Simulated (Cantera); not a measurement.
Pyrogenic steam for wet oxidation

A perfectly stirred reactor is fed with H₂ : O₂ : N₂ = 1.4 : 1 : 5.3 (molar parts), at 0.132 atm; it is held at 1325 K, and followed from long to short residence time.

Computed with Cantera and the H2/O2 subset of GRI-Mech 3.0, which has no nitrogen chemistry. The temperature is held fixed by assumption; the heat of reaction is taken as removed at once.

| τ (s) | x H₂ | x O₂ | x H₂O₂ | x HO₂ | x O | x H |
|---|---|---|---|---|---|---|
| 1.8 | 0.000353 | 0.0428 | 2.12e-7 | 1.85e-6 | 0.000129 | 6.53e-5 |
| 0.67 | 0.000679 | 0.0429 | 3.09e-7 | 2.72e-6 | 0.000251 | 0.000176 |
| 0.25 | 0.00129 | 0.0430 | 4.32e-7 | 3.65e-6 | 0.000485 | 0.000467 |
| 0.096 | 0.00237 | 0.0433 | 5.69e-7 | 4.45e-6 | 0.000910 | 0.00119 |
| 0.036 | 0.00431 | 0.0441 | 7.06e-7 | 5.09e-6 | 0.00171 | 0.00299 |
| 0.014 | 0.00735 | 0.0455 | 8.03e-7 | 5.55e-6 | 0.00307 | 0.00693 |
| 0.0051 | 0.0121 | 0.0481 | 8.39e-7 | 5.91e-6 | 0.00553 | 0.0156 |
| 0.0019 | 0.0180 | 0.0520 | 8.05e-7 | 6.15e-6 | 0.00912 | 0.0301 |
x: mole fraction; the columns are a selection and need not sum to one.
